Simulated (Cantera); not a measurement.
Feed: 1 mol Pb, 0.071 mol H2O, 3.3 mol CO, held at 1700 °C and 1330 Pa.

Cantera equilibrium calculation (NASA polynomials, part measured and part estimated; ideal gas, pure solids and liquids). Candidate condensed phases: C, C6H6, C7H8, C8H18, H2O, Pb, PbO, PbO2, Pb3O4; 113 gas species. Kinetics and transport are ignored.

Base state: CO 0.740, Pb 0.229, CO2 0.0149, H2 0.0142, H 0.00140, H2O 0.00128, PbO 8.46e-5, OH 1.19e-5 (mole fractions); condensed: gas only.

**Question.** What changes in the equilibrium state with this change: temperature from 1700 °C to 902 °C?

**Answer.** 
```json
[
 {"species": "CO", "before": "0.740", "after": "0.927"},
 {"species": "Pb", "before": "0.229", "after": "0.0327"},
 {"species": "H2", "before": "0.0142", "after": "0.0198"},
 {"species": "CO2", "before": "0.0149", "after": "0.0198"},
 {"species": "OH", "before": "1.19e-5", "after": "<1e-9"},
 {"species": "H", "before": "0.00140", "after": "1.50e-7"},
 {"species": "PbO", "before": "8.46e-5", "after": "2.22e-8"},
 {"species": "H2O", "before": "0.00128", "after": "0.000543"},
 {"species": "Pb(l), mol", "before": "0", "after": "0.886"}
]
```
